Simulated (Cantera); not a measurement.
Charge: 1 mol CH3Cl, 0.024 mol F2, 17 mol H2, held at 1.00 Pa.

These are equilibrium values from Cantera (NASA tables, ideal gas, pure condensed phases), not measurements of a reactor. Candidate condensed phases: C, C6H6, C7H8, C8H18; 135 gas species. Ions and electrons are included (thermal ionisation). Rates play no part.

log p: log10 of the partial pressure in bar; nothing condenses.

```
T (K)  log p H  log p Cl  log p C  log p H2  log p C3
-----  -------  --------  -------  --------  --------
2500     -5.03     -6.59    -7.10     -6.85       [?]
3000     -5.02     -6.59    -6.59     -8.44       [?]
3500     -5.02     -6.59    -6.59     -9.59       [?]
4000     -5.02     -6.59    -6.59    -10.45       [?]
4500     -5.02     -6.59    -6.60    -11.12      <-17
5000     -5.02     -6.60    -6.64    -11.67      <-17
```

Problem. What belongs in the gaps?

Solution. 
- 2500, log p C3: -7.27
- 3000, log p C3: -10.40
- 3500, log p C3: -13.73
- 4000, log p C3: -16.24
